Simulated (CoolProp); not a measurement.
The numbers come from the reference Helmholtz-energy equation of state, Gedanitz 2015 in CoolProp.

Task: Give the vapour pressure (bar), vapour Z, liquid conductivity (mW/(m K)) of saturated cyclopentane at 311.8, 354.8, 397.8 K.

Result: 
```tsv
T (K)	p (bar)	vapour Z	liquid conductivity (mW/(m K))
311.8	0.705	0.973	122
354.8	2.63	0.930	106
397.8	7.18	0.859	92.1
```

Thermal conductivity comes from a separate model (Vassiliou 2015).
